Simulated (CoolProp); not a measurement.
Properties of R125 along the isobar 1.01 bar (Tc = 66.0 °C, pc = 36.18 bar, ω = 0.305).

Computed with CoolProp (reference Helmholtz-energy equation of state, Lemmon 2005).

| T (°C) | phase | density (kg/m³) | fugacity coefficient |
|---|---|---|---|
| -44.75 | gas | ? | 0.9612 |
| -17.65 | gas | ? | ? |
| 9.55 | gas | 5.254 | 0.9819 |
| 36.75 | gas | 4.768 | 0.9869 |
| 63.85 | gas | 4.369 | 0.9902 |
| 91.05 | gas | 4.033 | 0.9926 |
| 118.15 | gas | 3.748 | 0.9942 |
| 145.35 | gas | 3.500 | 0.9955 |
| 172.55 | gas | 3.283 | 0.9964 |
| 199.65 | gas | 3.092 | 0.9972 |
| 226.85 | gas | 2.923 | 0.9977 |

Q: Fill in the missing entries.

A: 
- -44.75, density (kg/m³): 6.652
- -17.65, density (kg/m³): 5.862
- -17.65, fugacity coefficient: 0.9741
